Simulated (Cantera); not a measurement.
Charge: 1 mol Fe(CO)5, 0.038 mol CO, 6.3 mol N2, held at 13.3 mbar.

These are equilibrium values from Cantera (NASA tables, ideal gas, pure condensed phases), not measurements of a reactor. Candidate condensed phases: C, Fe, Fe(CO)5, FeO, Fe2O3, Fe3O4; 27 gas species. The numbers say what is thermodynamically allowed, not how fast it happens.

At 975 °C, list the 3 most abundant gas species with their mole fractions, and the condensed phases.

N2 0.556, CO 0.444, CO2 2.60e-5. Condensed: Fe(γ).
